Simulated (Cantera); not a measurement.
Cantera run:

```python
import numpy as np
import cantera as ct

gas_names = """
    AL ALC ALO ALO2 AL2 AL2O AL2O2 C CO CO2 C2 C2O C3 C3O2 C4 C5 O O2 O3
""".split()
cond_names = """
    AL(cr) AL(L) AL2O3(a) AL2O3(L) C(gr)
""".split()


# ... load() reads the species with a 1 bar reference pressure and builds the phases ...
atoms = {
    'Al': {'AL': 1},
    'CO': {'C': 1, 'O': 1},
    'O2': {'O': 2},
}
top_T = {'C(gr)': 4500}  # K; cautious upper limits of use, not melting points


# ... equilibrate(T, P, feed) seeds the gas with the atoms and calls Mixture.equilibrate('TP', solver="vcs", rtol=1e-11, max_steps=5000) ...
results = []
feed = {'Al': 1, 'CO': 11, 'O2': 1.7}  # mol
P = 13332.2  # Pa
for T in [600, 700, 800, 900, 1000, 1100, 1200, 1300, 1400, 1500, 1600, 1700, 1800]:
    mix = equilibrate(T, P, feed)
    results.append((T, P, feed, dict(zip(mix.species_names, mix.species_moles))))

top = {s: max(r[3][s] / sum(r[3][g] for g in gas_names) for r in results) for s in gas_names}
cols = sorted((s for s in top if top[s] > 1e-06), key=lambda s: -top[s])[:8]
seen = [c for c in cond_names if any(r[3].get(c, 0) > 1e-12 for r in results)]
print("log10 of partial pressures in bar; condensed amounts in mol")
print(f"{'T/K':>10s}" + "".join(f"{s[:9]:>10s}" for s in cols + seen))
for T, P, feed, n in results:
    ng = sum(n[g] for g in gas_names)
    print(f"{T:10.4g}" + "".join(f"{np.log10(max(n[s] / ng * P / 1e5, 1e-99)):10.3f}" for s in cols)
          + "".join(f"{n.get(c, 0):10.4g}" for c in seen))
```

Output:

```
log10 of partial pressures in bar; condensed amounts in mol
       T/K       CO2        CO  AL2O3(a)     C(gr)
       600    -0.877    -3.319       0.5     4.538
       700    -0.894    -2.250       0.5     4.411
       800    -0.994    -1.494       0.5     3.669
       900    -1.354    -1.050       0.5     1.316
      1000    -1.638    -0.957       0.5         0
      1100    -1.638    -0.957       0.5         0
      1200    -1.638    -0.957       0.5         0
      1300    -1.638    -0.957       0.5         0
      1400    -1.638    -0.957       0.5         0
      1500    -1.638    -0.957       0.5         0
      1600    -1.638    -0.957       0.5         0
      1700    -1.638    -0.957       0.5         0
      1800    -1.638    -0.957       0.5         0
```

Method: chemical equilibrium by Gibbs-energy minimisation in Cantera with the NASA 1993 tables (ideal gas, pure condensed phases).
